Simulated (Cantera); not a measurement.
Input: 1 mol SF6, 0.46 mol SO2, 0.25 mol H2, equilibrated at 3400 K and 0.000910 bar.

Equilibrium computed with Cantera from the NASA thermochemical tables; the gas is ideal and each condensed phase is pure. Candidate condensed phases: H2O, H2SO4, S; 43 gas species. The numbers say what is thermodynamically allowed, not how fast it happens.

Base state: F 0.673, S 0.165, O 0.104, H 0.0460, HF 0.0110, SO 0.000845, O2 6.79e-5, S2 4.92e-5 (mole fractions); condensed: gas only.

What changes in the equilibrium state with this change: H2 from 0.25 to 0.58 mol?


```csv
species,before,after
F,0.673,0.621
S,0.165,0.156
H,0.0460,0.102
HF,0.0110,0.0224
O,0.104,0.0978
H2,8.79e-6,4.32e-5
SH,9.09e-6,1.90e-5
```

What changes in the equilibrium state with this change: H2 from 0.25 to 0.48 mol?


| species | before | after |
|---|---|---|
| F | 0.673 | 0.636 |
| S | 0.165 | 0.159 |
| O | 0.104 | 0.0995 |
| H | 0.0460 | 0.0855 |
| HF | 0.0110 | 0.0193 |
| H2 | 8.79e-6 | 3.04e-5 |
| SH | 9.09e-6 | 1.62e-5 |

What changes in the equilibrium state with this change: SO2 from 0.46 to 0.083 mol?


| species | before | after |
|---|---|---|
| F | 0.673 | 0.771 |
| S | 0.165 | 0.141 |
| H | 0.0460 | 0.0514 |
| O | 0.104 | 0.0216 |
| HF | 0.0110 | 0.0140 |
| O2 | 6.79e-5 | 2.93e-6 |
| SO | 0.000845 | 0.000150 |
